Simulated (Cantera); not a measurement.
A closed system holds: 1 mol C2H2, 0.064 mol NH3, 0.4 mol N2, equilibrated at 750 Torr.

Cantera equilibrium calculation (NASA polynomials, part measured and part estimated; ideal gas, pure solids and liquids). Candidate condensed phases: C, C6H6, C7H8, C8H18; 92 gas species. Rates play no part.

### Question
At 723 K, list the 4 most abundant gas species with their mole fractions, and the condensed phases.

### Answer
N2 0.384, CH4 0.357, H2 0.259, NH3 0.000572. Condensed: C(graphite).
